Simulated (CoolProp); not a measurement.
n-heptane along the isobar 0.563 MPa: density (kg/m³) from the reference equation and from simpler models built on Tc = 268.1 °C, pc = 2.774 MPa, ω = 0.349; each cubic takes its own stable root.

Model: reference Helmholtz-energy equation of state, Span 2003, in CoolProp. It is a short technical equation, of lower accuracy than the large ones.

| T (°C) | phase | reference |
|---|---|---|
| 262.75 | gas | 13.74 |
| 267.65 | gas | 13.57 |
| 272.55 | gas | 13.41 |
| 277.55 | gas | 13.25 |
| 282.45 | gas | 13.10 |
| 287.35 | gas | 12.96 |
| 292.35 | gas | 12.81 |
| 297.25 | gas | 12.67 |
| 302.15 | gas | 12.54 |
| 307.15 | gas | 12.40 |
| 312.05 | gas | 12.27 |
| 316.95 | gas | 12.15 |
| 321.95 | gas | 12.03 |
| 326.85 | gas | 11.91 |

Task: How far does each simpler model (ideal gas, van der Waals, Redlich-Kwong, Peng-Robinson) lie from the reference over these 14 states: mean and median of the absolute difference, and the worst?

Result: 
- ideal gas: mean 6.3 %, median 6.2 %, worst -7.9 % at 262.75 °C and 0.563 MPa
- van der Waals: mean 0.7 %, median 0.7 %, worst -1.5 % at 262.75 °C and 0.563 MPa
- Redlich-Kwong: mean 0.2 %, median 0.2 %, worst -0.4 % at 262.75 °C and 0.563 MPa
- Peng-Robinson: mean 0.5 %, median 0.5 %, worst +0.6 % at 297.25 °C and 0.563 MPa
